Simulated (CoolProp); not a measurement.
Vapour-liquid equilibrium of n-butane (1) + benzene (2) at 292.2 K; x and y are mole fractions of (1).

Model: multi-fluid Helmholtz-energy mixture model, Bücker 2006 and Thol 2012; pair parameters Bell 2016, in CoolProp.

```json
[
 {"x": "0.05", "bubble pressure (bar)": "0.2305", "y at the bubble point": "0.602", "dew pressure at overall composition x (bar)": "0.1007", "liquid density (mol/L)": "…"},
 {"x": "0.2", "bubble pressure (bar)": "0.6236", "y at the bubble point": "0.873", "dew pressure at overall composition x (bar)": "…", "liquid density (mol/L)": "11.05"},
 {"x": "0.35", "bubble pressure (bar)": "0.9642", "y at the bubble point": "0.930", "dew pressure at overall composition x (bar)": "0.1451", "liquid density (mol/L)": "…"},
 {"x": "0.5", "bubble pressure (bar)": "1.240", "y at the bubble point": "0.954", "dew pressure at overall composition x (bar)": "0.1862", "liquid density (mol/L)": "10.69"},
 {"x": "0.65", "bubble pressure (bar)": "…", "y at the bubble point": "0.969", "dew pressure at overall composition x (bar)": "0.2596", "liquid density (mol/L)": "…"},
 {"x": "0.8", "bubble pressure (bar)": "1.683", "y at the bubble point": "0.981", "dew pressure at overall composition x (bar)": "0.4284", "liquid density (mol/L)": "10.27"},
 {"x": "0.95", "bubble pressure (bar)": "1.921", "y at the bubble point": "0.995", "dew pressure at overall composition x (bar)": "1.182", "liquid density (mol/L)": "10.05"}
]
```

Fill in the missing entries.


- 0.05, liquid density (mol/L): 11.21
- 0.2, dew pressure at overall composition x (bar): 0.1189
- 0.35, liquid density (mol/L): 10.88
- 0.65, bubble pressure (bar): 1.469
- 0.65, liquid density (mol/L): 10.49

No azeotrope shows between x = 0.05 and 0.95.

Pair parameters are fitted to limited data, so mixtures are less certain than the pure fluids.
